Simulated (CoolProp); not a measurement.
Model: reference Helmholtz-energy equation of state, Span 2000, in CoolProp.

### Question
Give the vapour pressure (kPa), liquid density (kg/m³), vapour viscosity (µPa s) of saturated nitrogen at -162.45 °C.

### Answer
| T (°C) | p (kPa) | liquid density (kg/m³) | vapour viscosity (µPa s) |
|---|---|---|---|
| -162.45 | 1530 | 616 | 8.73 |

Viscosity comes from a separate model (Lemmon 2004).
